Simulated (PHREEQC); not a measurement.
HF is added in steps, without added water, to 1 kg of water holding 0.019 mol CuCl2, 8.6e-05 mol HBF4 and 0.02 mol Na2SO4, at 25 °C. O2 is buffered at 0.21 atm. The system is closed to CO2. The run lets Cu(OH)2, Brochantite, Antlerite, Atacamite, Halite, Mirabilite, Chalcanthite, CuF2:2H2O precipitate or redissolve, and no other solid.

Base run: PHREEQC, ion-association model, wateq4f.dat. Each further column changes one thing. The table gives HF (mol/kgw).

```tsv
HF added (mol)	base	all activity coefficients set to 1	database phreeqc.dat	metal-ligand complexes left out	Davies equation for every ion
0	4.83e-5	6.06e-5	4.83e-5	4.61e-5	4.78e-5
0.002	0.000977	0.00110	0.000981	0.000952	0.000972
0.005	0.00281	0.00305	0.00284	0.00276	0.00280
0.008	0.00490	0.00525	0.00500	0.00483	0.00489
0.01	0.00636	0.00676	0.00653	0.00628	0.00634
0.012	0.00783	0.00829	0.00810	0.00775	0.00781
0.015	0.0101	0.0106	0.0105	0.00996	0.0100
0.018	0.0123	0.0129	0.0129	0.0122	0.0123
0.02	0.0138	0.0144	0.0146	0.0136	0.0137
```

Real BF4- forms and hydrolyses slowly; the run takes it at equilibrium. wateq4f.dat counts part of the HF as a dimer, H2F2, which phreeqc.dat doesn't know; its constant is uncertain. phreeqc.dat and wateq4f.dat share most of their constants, so their agreement is no independent check. Solids allowed in the column 'database phreeqc.dat': Halite.
